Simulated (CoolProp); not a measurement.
Computed with CoolProp (reference Helmholtz-energy equation of state, Gao 2022).

Question: Give the vapour pressure (MPa), liquid density (kg/m³), vapour density (kg/m³), enthalpy of vaporisation (kJ/kg) of saturated n-perfluoropentane at 246.4, 255.2 K.

Answer: 
```json
[
 {"T (K)": "246.4", "p (MPa)": "0.00718", "liquid density (kg/m³)": "1760", "vapour density (kg/m³)": "1.02", "enthalpy of vaporisation (kJ/kg)": "105"},
 {"T (K)": "255.2", "p (MPa)": "0.0120", "liquid density (kg/m³)": "1740", "vapour density (kg/m³)": "1.64", "enthalpy of vaporisation (kJ/kg)": "103"}
]
```
